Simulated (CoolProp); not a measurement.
A closed Brayton cycle with nitrogen: compressor inlet 332.15 K and 7 MPa, high pressure 15.8 MPa, turbine inlet 765 K, compressor efficiency 0.8, turbine efficiency 0.9, recuperator effectiveness 0 (on enthalpy, no pinch check). Each further row changes one setting.

Computed with CoolProp (reference Helmholtz-energy equation of state, Span 2000).

| case | thermal efficiency (%) | net work (kJ/kg) | compressor to turbine work | compressor exit (K) | turbine exit (K) |
|---|---|---|---|---|---|
| as stated | 10.7 | 38.7 | 0.75 | 441.9 | 628.3 |
| turbine inlet 715 K | 9.3 | ? | ? | 441.9 | ? |
| compressor inlet 342.15 K | 10.0 | ? | ? | 455.1 | 628.3 |
| high pressure 13.4 MPa | 9.2 | 36.0 | 0.72 | ? | ? |
| recuperator effectiveness 0.5 | ? | 38.7 | 0.75 | 441.9 | 628.3 |

**Question.** What belongs in the gaps?

**Answer.** 
- turbine inlet 715 K, net work (kJ/kg): 28.5
- turbine inlet 715 K, compressor to turbine work: 0.81
- turbine inlet 715 K, turbine exit (K): 585.9
- compressor inlet 342.15 K, net work (kJ/kg): 34.9
- compressor inlet 342.15 K, compressor to turbine work: 0.78
- high pressure 13.4 MPa, compressor exit (K): 417.5
- high pressure 13.4 MPa, turbine exit (K): 653.9
- recuperator effectiveness 0.5, thermal efficiency (%): 14.8
